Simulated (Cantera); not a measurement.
Equilibrium for boron, boron nitride and boron oxide: B₂H₆ + NH₃ + O₂

A closed system holds: 1 mol B₂H₆, 17 mol NH₃, 1.2 mol O₂, held at 255 Torr.

Equilibrium computed with Cantera from the NASA thermochemical tables; the gas is ideal and each condensed phase is pure. Candidate condensed phases: B, BN, B₂O₃, B₃O₃H₃, H₂O; 39 gas species. The feed counts by its element totals alone. Mutual solubility and eutectic melting of coexisting phases are not modelled. Gases not in the tables: H₃BO₃. Kinetics and transport are ignored.

From 800 K to 1700 K the condensed part is BN(s) + B₂O₃(l). From 1800 K to 1900 K the condensed part is BN(s).

```
T (K)  log p H₂  log p N₂  log p HBO  log p HBO₂  log p B₂O₃  log p H₂O  log p B₂O₂  n BN(s)  n B₂O₃(l)
-----  --------  --------  ---------  ----------  ----------  ---------  ----------  -------  ---------
800       -0.58     -1.12       <-12       -8.36        <-12      -2.95        <-12    0.482      0.759
900       -0.58     -1.12     -10.68       -7.07        <-12      -2.95        <-12    0.480      0.759
1000      -0.58     -1.12      -8.98       -6.06      -11.47      -2.97        <-12    0.478      0.761
1100      -0.58     -1.12      -7.59       -5.25       -9.59      -2.98        <-12    0.475      0.762
1200      -0.58     -1.12      -6.44       -4.58       -8.04      -3.00      -10.97    0.473      0.762
1300      -0.58     -1.12      -5.47       -4.02       -6.73      -3.02       -9.21    0.472      0.759
1400      -0.58     -1.12      -4.64       -3.55       -5.62      -3.04       -7.70    0.475      0.746
1500      -0.58     -1.12      -3.93       -3.15       -4.66      -3.06       -6.40    0.484      0.711
1600      -0.58     -1.12      -3.31       -2.80       -3.83      -3.08       -5.27    0.499      0.621
1700      -0.59     -1.12      -2.77       -2.50       -3.11      -3.11       -4.28    0.506      0.387
1800      -0.60     -1.13      -2.34       -2.35       -2.64      -3.19       -3.51    0.421          0
1900      -0.60     -1.12      -2.13       -2.53       -2.69      -3.42       -3.14    0.200          0
```
log p: log10 of the partial pressure in bar; n: condensed amount in mol.
